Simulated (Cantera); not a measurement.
Cantera run, input and output.

```python
import numpy as np
import cantera as ct

gas = ct.Solution("gri30.yaml", transport_model="multicomponent")
show = ['C2H2', 'H2', 'NO']

rows = []
print(f"{'T/K':>7s}{'rho':>11s}{'cp':>10s}{'mu':>11s}{'lambda':>11s}{'Pr':>7s}" + "".join(f"{'D_' + s:>11s}" for s in show))
for T in [400, 500, 600, 700, 800, 900]:
    gas.TPX = T, 440000, {'H2': 0.28}
    Pr = gas.cp_mass * gas.viscosity / gas.thermal_conductivity
    D = [gas.mix_diff_coeffs_mole[gas.species_index(s)] for s in show]
    rows.append([gas.density, gas.cp_mass, gas.viscosity, gas.thermal_conductivity, Pr, *D])
    print(f"{T:7g}{gas.density:11.4e}{gas.cp_mass:10.1f}{gas.viscosity:11.4e}"
          f"{gas.thermal_conductivity:11.4e}{Pr:7.3f}" + "".join(f"{d:11.4e}" for d in D))
print("SI units: kg/m3, J/kg/K, Pa s, W/m/K, m2/s")
```

Output:

```
    T/K        rho        cp         mu     lambda     Pr     D_C2H2       D_H2       D_NO
    400 2.6672e-01   14522.5 1.0869e-05 2.2905e-01  0.689 2.3567e-05 5.8198e-03 2.9152e-05
    500 2.1337e-01   14532.6 1.2568e-05 2.6523e-01  0.689 3.4484e-05 8.5290e-03 4.2409e-05
    600 1.7781e-01   14511.2 1.4145e-05 2.9828e-01  0.688 4.6929e-05 1.1619e-02 5.7513e-05
    700 1.5241e-01   14555.7 1.5629e-05 3.3065e-01  0.688 6.0804e-05 1.5066e-02 7.4351e-05
    800 1.3336e-01   14690.4 1.7037e-05 3.6366e-01  0.688 7.6032e-05 1.8848e-02 9.2831e-05
    900 1.1854e-01   14866.4 1.8383e-05 3.9688e-01  0.689 9.2549e-05 2.2952e-02 1.1288e-04
SI units: kg/m3, J/kg/K, Pa s, W/m/K, m2/s
```

Cantera simulation using GRI-Mech 3.0 (53 species, 325 reactions); the numbers are that mechanism's predictions, not measurements.
